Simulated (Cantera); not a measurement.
## PbO + CO + N₂ (iron carbonyl, mercury and lead vapours)

A closed system holds: 1 mol PbO, 5.6 mol CO, 0.16 mol N₂, at 877 °C.

Method: chemical equilibrium by Gibbs-energy minimisation in Cantera with the NASA 1993 tables (ideal gas, pure condensed phases). Candidate condensed phases: C, Pb, PbO, PbO₂, Pb₃O₄; 27 gas species. Kinetics and transport are ignored.

```csv
P (Pa),x CO,x CO₂,x Pb,x N₂,x Pb₂,x PbO,n Pb(l),n C(graphite)
10,0.680,0.148,0.148,0.0237,1.65e-7,7.22e-7,0,0
100,0.680,0.148,0.148,0.0237,1.65e-6,7.22e-7,0,0
1000,0.775,0.169,0.0290,0.0270,6.33e-7,1.41e-7,0.828,0
10000,0.796,0.173,0.00290,0.0277,6.33e-8,1.41e-8,0.983,0
100000,0.798,0.174,0.000290,0.0278,6.33e-9,1.41e-9,0.998,0
1000000,0.749,0.222,2.90e-5,0.0289,6.33e-10,1.92e-10,1.000,0.226
```
x: gas mole fraction; n: condensed amount in mol.

From 0.000100 bar to 0.00100 bar nothing is condensed. From 0.0100 bar to 1.00 bar the condensed part is Pb(l). At 10.0 bar the condensed part is C(graphite) + Pb(l). The main Pb-bearing gas is Pb throughout.
